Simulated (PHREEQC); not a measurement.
Solution (20 °C): 0.001 mol Ni(NO3)2, 0.00025 mol NaCl and 0.042 mol HCl per kg of water. It is in equilibrium with CO2 at log p = -2 (atm). Otherwise closed; pH follows from the charge balance.

Computed with PHREEQC (ion-association model, wateq4f.dat).

Precipitation was switched off in this run.

**Question.** Order these Ni species by the share of Ni that they hold, largest first: NiCl2, NiCl+, Ni+2.

**Answer.** Ni+2 (95 %), NiCl+ (4.7 %), NiCl2 (0.48 %)

The pH is 1.44 and the ionic strength 0.0451 mol/kgw. Complexes and solids missing from the database can't appear.
